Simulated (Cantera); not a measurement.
An isothermal, constant-pressure homogeneous reactor starts with C2H6 : N2 = 1 : 2.6 (molar parts), at 1325 K and 750 Torr. Integrator tolerance rtol = 1e-08.

Computed with Cantera and GRI-Mech 3.0 (53 species, 325 reactions). GRI-Mech 3.0 stops at C3 and has no aromatics, soot or wall deposition, so with more carbon than oxygen in the feed, carbon stays in small species such as C2H2 where larger ones or solid carbon would form.

### Question
What does this change do: N2 2.6 to 1.4 parts?

### Answer
```csv
quantity,before,after
x(C2H6) at 20.0 s,0.000235 (gas-phase equilibrium 0.000180),0.000410 (gas-phase equilibrium 0.000340)
x(C2H2) at 20.0 s,0.103 (gas-phase equilibrium 0.0717),0.128 (gas-phase equilibrium 0.0977)
x(H2) at 20.0 s,0.171 (gas-phase equilibrium 0.177),0.201 (gas-phase equilibrium 0.208)
x(CH3) at 20.0 s,1.24e-5 (gas-phase equilibrium 1.11e-5),1.65e-5 (gas-phase equilibrium 1.52e-5)
x(CH4) at 20.0 s,0.142 (gas-phase equilibrium 0.143),0.214 (gas-phase equilibrium 0.214)
x(C2H) at 20.0 s,2.49e-10 (gas-phase equilibrium 1.54e-10),2.75e-10 (gas-phase equilibrium 1.94e-10)
```
